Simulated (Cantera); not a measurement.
# CH₃Cl + CH₄ (fluorocarbon and chlorocarbon gases)

Feed: 1 mol CH₃Cl, 0.0089 mol CH₄, equilibrated at 0.133 bar.

Method: chemical equilibrium by Gibbs-energy minimisation in Cantera with the NASA 1993 tables (ideal gas, pure condensed phases). Candidate condensed phases: C, C₆H₆, C₇H₈, C₈H₁₈; 103 gas species. Ions and electrons are included (thermal ionisation). The tables' values for CCl are old estimates; treat these amounts as uncertain. The numbers say what is thermodynamically allowed, not how fast it happens.

```
T (K)    x H     x H₂     x HCl   x Cl       x C      x C₃  x C₂H₂ (acetylene)      x C₂     x C₂H  n C(graphite)
-----  -----  -------  --------  -----  --------  --------  ------------------  --------  --------  -------------
3000   0.247    0.327     0.263  0.135  0.000380   0.00234              0.0204  0.000238   0.00265          0.865
3250   0.395    0.202     0.143  0.188   0.00341    0.0272              0.0245   0.00290    0.0114          0.480
3500   0.518    0.102    0.0619  0.207    0.0144    0.0591             0.00917    0.0102    0.0146              0
3750   0.597   0.0473    0.0259  0.215    0.0374    0.0481             0.00182    0.0171   0.00917              0
4000   0.620   0.0202    0.0106  0.212    0.0786    0.0302            0.000308    0.0220   0.00463              0
4250   0.615  0.00876   0.00454  0.206     0.130    0.0126             4.36e-5    0.0203   0.00179              0
4500   0.607  0.00411   0.00212  0.201     0.168   0.00331             5.21e-6    0.0130  0.000523              0
4750   0.603  0.00211   0.00109  0.199     0.186  0.000682             6.10e-7   0.00671  0.000136              0
5000   0.602  0.00117  0.000604  0.199     0.194  0.000140             8.02e-8   0.00333   3.62e-5              0
```
x: gas mole fraction; n: condensed amount in mol.

From 3000 K to 3250 K the condensed part is C(graphite). From 3500 K to 5000 K nothing is condensed. The main C-bearing gas is C₂H₂ (acetylene) at 3000 K and C at 5000 K.
